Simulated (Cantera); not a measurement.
An isothermal, constant-pressure homogeneous reactor starts with 3.56 % H2, 11.5 % O2, 85.0 % N2, equivalence ratio 0.15, at 1075 K and 188 Torr.

Model: the H2/O2 subset of GRI-Mech 3.0, which has no nitrogen chemistry, integrated in Cantera. The temperature is held fixed by assumption; the heat of reaction is taken as removed at once.

One state of this run: x H2 = 5.65e-9; x O2 = 0.0988; x OH = 1.89e-6; x O = 2.88e-8; x H2O2 = 1.26e-9; x HO2 = 3.25e-9. x: mole fraction; the columns are a selection and need not sum to one.

**Question.** Which value of t (s) does it belong to?
(A) 0.846
(B) 0.00151
(C) 0.238
(D) 3.00

**Answer.** A, 0.846
